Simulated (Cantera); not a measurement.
A Cantera script and what it prints.

```python
import numpy as np
import cantera as ct

gas_names = """
    CL CL2 H HCL H2 Si SiCL SiCL2 SiCL3 SiCL4 SiH SiHCL3 SiH2 SiH2CL2 SiH3 SiH3CL SiH4 Si2 Si3
""".split()
cond_names = """
    Si(cr) Si(L)
""".split()


def load(file, names, dense=False):
    # The tables refer to 1 bar. Condensed volumes are neglected.
    table = {s.name: s for s in ct.Species.list_from_file(file)}
    out = []
    for n in names:
        d = dict(table[n].input_data)
        d["thermo"] = dict(d["thermo"], **{"reference-pressure": 1e5})
        if dense:
            d["equation-of-state"] = {"model": "constant-volume", "density": "1e6 g/cm^3"}
        out.append(ct.Species.from_dict(d))
    return out


gas = ct.Solution(thermo="ideal-gas", species=load("nasa_gas.yaml", gas_names))
cond = {s.name: ct.Solution(thermo="fixed-stoichiometry", species=[s], name=s.name)
        for s in load("nasa_condensed.yaml", cond_names, dense=True)}
atoms = {
    'SiHCl3': {'Si': 1, 'H': 1, 'CL': 3},
    'HCl': {'H': 1, 'CL': 1},
    'H2': {'H': 2},
}
top_T = {}  # K; cautious upper limits of use, not melting points


def equilibrate(T, P, feed):
    n = {}
    for name, mol in feed.items():
        for a, k in atoms[name].items():
            n[a] = n.get(a, 0.0) + k * mol
    gas.TPX = T, P, n
    mass = sum(n.values()) * gas.mean_molecular_weight
    gas.equilibrate("TP")
    valid = [c for c in cond.values() if c.min_temp <= T <= top_T.get(c.name, c.max_temp)]
    mix = ct.Mixture([(gas, mass / gas.mean_molecular_weight)] + [(c, 0.0) for c in valid])
    mix.T, mix.P = T, P
    mix.equilibrate("TP", solver="vcs", rtol=1e-11, max_steps=5000)
    return mix


results = []
feed = {'SiHCl3': 1, 'HCl': 0.37, 'H2': 39}  # mol
T = 1523  # K
P = 1333.22  # Pa
mix = equilibrate(T, P, feed)
results.append((T, P, feed, dict(zip(mix.species_names, mix.species_moles))))
print(gas.report(threshold=1e-05))
for i in range(1, mix.n_phases):
    print(f"{mix.phase(i).name:16s} {mix.phase_moles(i):12.5e} mol")
```

Result:

```
       temperature   1523 K
          pressure   1333.2 Pa
           density   0.00054268 kg/m^3
  mean mol. weight   5.1544 kg/kmol
   phase of matter   gas

                          1 kg             1 kmol
                     ---------------   ---------------
          enthalpy        5.8634e+06        3.0222e+07  J
   internal energy        3.4067e+06         1.756e+07  J
           entropy             43316        2.2327e+05  J/K
    Gibbs function       -6.0107e+07       -3.0982e+08  J
 heat capacity c_p            6373.3             32851  J/K
 heat capacity c_v            4760.2             24536  J/K

                      mass frac. Y      mole frac. X     chem. pot. / RT
                     ---------------   ---------------   ---------------
                 H        3.7757e-05        0.00019307           -11.518
               HCL           0.40718          0.057567           -39.911
                H2           0.36389           0.93038           -23.037
             SiCL2           0.22353           0.01164           -61.408
             SiCL3         0.0045045        0.00017271           -89.801
            SiHCL3        0.00036481        1.3883e-05           -101.32
     [  +13 minor]        0.00049208        3.0922e-05

Si(cr)            5.09863e-01 mol
```

Equilibrium computed with Cantera from the NASA thermochemical tables; the gas is ideal and each condensed phase is pure. The tables' values for SiCl3 are old estimates; treat these amounts as uncertain.
